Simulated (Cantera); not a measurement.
A jet of CH₄ : O₂ : N₂ = 0.035 : 0.095 : 0.79 (molar parts), equivalence ratio 0.74 at 300 K and 0.320 bar hits a platinum plate 9.2 cm away at a mass flux of 0.024 kg/m²/s; the plate temperature is set and raised in steps from an oxygen-covered start.

Detailed kinetics in Cantera: Deutschmann's 1995 Pt surface mechanism with GRI-Mech 3.0 gas chemistry. Catalytic surfaces can have several steady states; this one follows from the mechanism file's or the stated starting coverage.

One state of this run: wall x CH₄ = 0.00897; wall x O₂ = 0.0416; wall x H₂O = 0.0543; wall x OH = 2.79e-8; wall x CO = 3.31e-6; wall x CO₂ = 0.0356; θ free Pt = 0.186; θ O* = 0.810; θ OH* = 0.00339. x: mole fraction at the wall; θ: surface coverage.

Question: Which value of plate T (K) does it belong to?
(A) 1000
(B) 900
(C) 1100
(D) 1050

Answer: B, 900
